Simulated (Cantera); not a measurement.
Input: 1 mol Si₃N₄, 0.024 mol N₂O, 220 mol H₂, equilibrated at 3.60 bar.

Method: chemical equilibrium by Gibbs-energy minimisation in Cantera with the NASA 1993 tables (ideal gas, pure condensed phases). Candidate condensed phases: H₂O, Si, SiO₂, Si₂N₂O, Si₃N₄; 35 gas species. Mutual solubility and eutectic melting of coexisting phases are not modelled. Gases not in the tables: Si₂H₆ and higher silanes. Rates play no part.

x: gas mole fraction; n: condensed amount in mol.

```json
[
 {"T (K)": "1350", "x H₂": "1.000", "x N₂": "0.000143", "x H": "1.26e-6", "x SiO": "(withheld)", "x SiH₂": "3.98e-9", "x SiH": "1.52e-11", "x NH₃": "4.41e-6", "n Si₂N₂O(s)": "0.0240", "n Si₃N₄(s)": "0.984", "n Si(s)": "0", "n Si(l)": "0"},
 {"T (K)": "1400", "x H₂": "1.000", "x N₂": "0.000144", "x H": "2.56e-6", "x SiO": "(withheld)", "x SiH₂": "1.87e-8", "x SiH": "1.08e-10", "x NH₃": "3.69e-6", "n Si₂N₂O(s)": "0.0240", "n Si₃N₄(s)": "0.984", "n Si(s)": "0", "n Si(l)": "0"},
 {"T (K)": "1450", "x H₂": "1.000", "x N₂": "0.000144", "x H": "4.98e-6", "x SiO": "(withheld)", "x SiH₂": "7.91e-8", "x SiH": "6.62e-10", "x NH₃": "3.13e-6", "n Si₂N₂O(s)": "0.0240", "n Si₃N₄(s)": "0.984", "n Si(s)": "0", "n Si(l)": "0"},
 {"T (K)": "1500", "x H₂": "1.000", "x N₂": "0.000145", "x H": "9.28e-6", "x SiO": "(withheld)", "x SiH₂": "3.03e-7", "x SiH": "3.60e-9", "x NH₃": "2.68e-6", "n Si₂N₂O(s)": "0.0240", "n Si₃N₄(s)": "0.984", "n Si(s)": "0", "n Si(l)": "0"},
 {"T (K)": "1550", "x H₂": "1.000", "x N₂": "0.000146", "x H": "1.66e-5", "x SiO": "(withheld)", "x SiH₂": "1.06e-6", "x SiH": "1.74e-8", "x NH₃": "2.33e-6", "n Si₂N₂O(s)": "0.0239", "n Si₃N₄(s)": "0.984", "n Si(s)": "0", "n Si(l)": "0"},
 {"T (K)": "1600", "x H₂": "1.000", "x N₂": "0.000149", "x H": "2.87e-5", "x SiO": "(withheld)", "x SiH₂": "3.39e-6", "x SiH": "7.58e-8", "x NH₃": "2.05e-6", "n Si₂N₂O(s)": "0.0236", "n Si₃N₄(s)": "0.984", "n Si(s)": "0", "n Si(l)": "0"},
 {"T (K)": "1650", "x H₂": "1.000", "x N₂": "0.000192", "x H": "4.79e-5", "x SiO": "(withheld)", "x SiH₂": "8.65e-6", "x SiH": "2.58e-7", "x NH₃": "2.05e-6", "n Si₂N₂O(s)": "0.0225", "n Si₃N₄(s)": "0.980", "n Si(s)": "0.0119", "n Si(l)": "0"},
 {"T (K)": "1700", "x H₂": "0.999", "x N₂": "0.000433", "x H": "7.76e-5", "x SiO": "(withheld)", "x SiH₂": "1.42e-5", "x SiH": "5.53e-7", "x NH₃": "2.73e-6", "n Si₂N₂O(s)": "0.0202", "n Si₃N₄(s)": "0.954", "n Si(s)": "0", "n Si(l)": "0.0893"},
 {"T (K)": "1750", "x H₂": "0.999", "x N₂": "0.00106", "x H": "0.000123", "x SiO": "(withheld)", "x SiH₂": "2.08e-5", "x SiH": "1.05e-6", "x NH₃": "3.79e-6", "n Si₂N₂O(s)": "0.0150", "n Si₃N₄(s)": "0.888", "n Si(s)": "0", "n Si(l)": "0.291"},
 {"T (K)": "1800", "x H₂": "0.997", "x N₂": "0.00245", "x H": "0.000188", "x SiO": "(withheld)", "x SiH₂": "2.98e-5", "x SiH": "1.91e-6", "x NH₃": "5.17e-6", "n Si₂N₂O(s)": "0.00381", "n Si₃N₄(s)": "0.740", "n Si(s)": "0", "n Si(l)": "0.744"},
 {"T (K)": "1850", "x H₂": "0.994", "x N₂": "0.00541", "x H": "0.000283", "x SiO": "0.000108", "x SiH₂": "4.19e-5", "x SiH": "3.36e-6", "x NH₃": "6.92e-6", "n Si₂N₂O(s)": "0", "n Si₃N₄(s)": "0.414", "n Si(s)": "0", "n Si(l)": "1.72"},
 {"T (K)": "1900", "x H₂": "0.990", "x N₂": "0.00911", "x H": "0.000416", "x SiO": "0.000108", "x SiH₂": "5.77e-5", "x SiH": "5.74e-6", "x NH₃": "8.12e-6", "n Si₂N₂O(s)": "0", "n Si₃N₄(s)": "0", "n Si(s)": "0", "n Si(l)": "2.96"},
 {"T (K)": "1950", "x H₂": "0.990", "x N₂": "0.00911", "x H": "0.000601", "x SiO": "0.000108", "x SiH₂": "7.85e-5", "x SiH": "9.55e-6", "x NH₃": "7.41e-6", "n Si₂N₂O(s)": "0", "n Si₃N₄(s)": "0", "n Si(s)": "0", "n Si(l)": "2.95"}
]
```

Task: What belongs in the gaps?

Result: 
- 1350, x SiO: 6.25e-10
- 1400, x SiO: 3.95e-9
- 1450, x SiO: 2.19e-8
- 1500, x SiO: 1.08e-7
- 1550, x SiO: 4.79e-7
- 1600, x SiO: 1.92e-6
- 1650, x SiO: 6.56e-6
- 1700, x SiO: 1.71e-5
- 1750, x SiO: 4.05e-5
- 1800, x SiO: 9.11e-5
